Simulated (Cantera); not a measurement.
Cantera run, input and output.

```python
import numpy as np
import cantera as ct

gas = ct.Solution("gri30.yaml")
gas.TPX = 1300, 520000, {'C3H8': 1, 'O2': 4.17, 'N2': 15.7}
reactor = ct.IdealGasConstPressureReactor(gas, energy="on", clone=False)
net = ct.ReactorNet([reactor])
net.rtol, net.atol = 1e-08, 1e-16
show = ['C3H8', 'O2', 'C2H6', 'O', 'NO', 'NO2']
times = np.geomspace(1e-06, 0.8, 11)

steps = ct.SolutionArray(gas, extra=["t"])
rows = []
print(f"{'t/s':>10s}{'T/K':>9s}{'P/Pa':>11s}" + "".join(f"{s:>11s}" for s in show))
for t in times:
    while net.time < t:
        t_next = net.step()
        steps.append(gas.state, t=t_next)
    rows.append([np.interp(t, steps.t, y) for y in (steps.T, steps.P, *steps(*show).X.T)])
    print(f"{t:10.3e}{rows[-1][0]:9.1f}{rows[-1][1]:11.4g}" + "".join(f"{x:11.3e}" for x in rows[-1][2:]))
rate = np.gradient(steps.T, steps.t)
print("integrator steps:", len(steps.t))
if steps.T.max() > steps.T[0] + 200:
    print(f"time of steepest temperature rise: {steps.t[rate.argmax()]:.4e} s")
gas.TPX = 1300, 520000, {'C3H8': 1, 'O2': 4.17, 'N2': 15.7}
gas.equilibrate("HP")
print(f"equilibrium (HP): T = {gas.T:.1f} K  " + "  ".join(f"{s} {gas[s].X[0]:.3e}" for s in show))
```

Result:

```
       t/s      T/K       P/Pa       C3H8         O2       C2H6          O         NO        NO2
 1.000e-06   1300.0    5.2e+05  4.791e-02  1.998e-01  2.194e-09  4.791e-09  5.361e-18  2.957e-22
 3.893e-06   1299.9    5.2e+05  4.789e-02  1.998e-01  1.583e-07  8.626e-09  5.548e-17  7.680e-20
 1.516e-05   1299.5    5.2e+05  4.774e-02  1.997e-01  1.124e-05  3.025e-08  1.150e-15  1.422e-17
 5.901e-05   1299.6    5.2e+05  4.674e-02  1.992e-01  2.172e-04  4.571e-08  1.756e-14  1.038e-15
 2.297e-04   1304.1    5.2e+05  4.164e-02  1.960e-01  1.158e-03  1.070e-07  1.841e-13  5.254e-14
 8.944e-04   2819.1    5.2e+05  2.451e-38  4.596e-03  3.549e-26  1.748e-03  3.614e-03  8.068e-07
 3.482e-03   2814.1    5.2e+05  2.792e-38  4.317e-03  3.893e-26  1.663e-03  5.006e-03  1.088e-06
 1.356e-02   2814.1    5.2e+05  2.792e-38  4.317e-03  3.893e-26  1.663e-03  5.006e-03  1.088e-06
 5.278e-02   2814.1    5.2e+05  2.792e-38  4.317e-03  3.893e-26  1.663e-03  5.006e-03  1.088e-06
 2.055e-01   2814.1    5.2e+05  2.792e-38  4.317e-03  3.893e-26  1.663e-03  5.006e-03  1.088e-06
 8.000e-01   2814.1    5.2e+05  2.792e-38  4.317e-03  3.893e-26  1.663e-03  5.006e-03  1.088e-06
integrator steps: 2026
time of steepest temperature rise: 4.4377e-04 s
equilibrium (HP): T = 2814.1 K  C3H8 4.138e-38  O2 4.317e-03  C2H6 5.429e-26  O 1.663e-03  NO 5.006e-03  NO2 1.088e-06
```

Detailed kinetics in Cantera: GRI-Mech 3.0 (53 species, 325 reactions). GRI-Mech 3.0 was tuned for natural gas; its chemistry of propane as a main component is partial and can be far from experiment.
